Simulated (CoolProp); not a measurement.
Values from CoolProp's reference Helmholtz-energy equation of state, Wagner 2002.

Q: For water, give the phase and the cv (kJ/(kg K)), Joule-Thomson coefficient (K/MPa), viscosity (µPa s) at 133.85 °C and 114 kPa.

A: 
- 133.85 °C and 114 kPa: gas; cv 1.51, Joule-Thomson coefficient 43.8, viscosity 13.5

Viscosity comes from a separate model (Huber 2009).
